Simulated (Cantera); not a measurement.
Feed: 1 mol trisilylamine, 0.31 mol NH₃, 0.057 mol H₂, equilibrated at 0.550 bar.

These are equilibrium values from Cantera (NASA tables, ideal gas, pure condensed phases), not measurements of a reactor. Candidate condensed phases: Si, Si₃N₄; 18 gas species. The feed counts by its element totals alone. Mutual solubility and eutectic melting of coexisting phases are not modelled. Gases not in the tables: Si₂H₆ and higher silanes. Kinetics and transport are ignored.

Q: Which condensed phases are stable at each of these points (T (K)): 1525, 1575, 1625, 1675, 1725, 1775, 1825, 1875, 1925, 1975, 2025, 2075?

A: 
| T (K) | condensed phases | Si condensed (%) |
|---|---|---|
| 1525 | Si(s) + Si₃N₄(s) | 100.0 |
| 1575 | Si(s) + Si₃N₄(s) | 100.0 |
| 1625 | Si(s) + Si₃N₄(s) | 100.0 |
| 1675 | Si(s) + Si₃N₄(s) | 100.0 |
| 1725 | Si(l) + Si₃N₄(s) | 100.0 |
| 1775 | Si(l) + Si₃N₄(s) | 100.0 |
| 1825 | Si(l) + Si₃N₄(s) | 100.0 |
| 1875 | Si(l) + Si₃N₄(s) | 100.0 |
| 1925 | Si(l) + Si₃N₄(s) | 100.0 |
| 1975 | Si(l) | 100.0 |
| 2025 | Si(l) | 99.9 |
| 2075 | Si(l) | 99.9 |

From 1525 K to 1675 K the condensed part is Si(s) + Si₃N₄(s). From 1725 K to 1925 K the condensed part is Si(l) + Si₃N₄(s). From 1975 K to 2075 K the condensed part is Si(l).
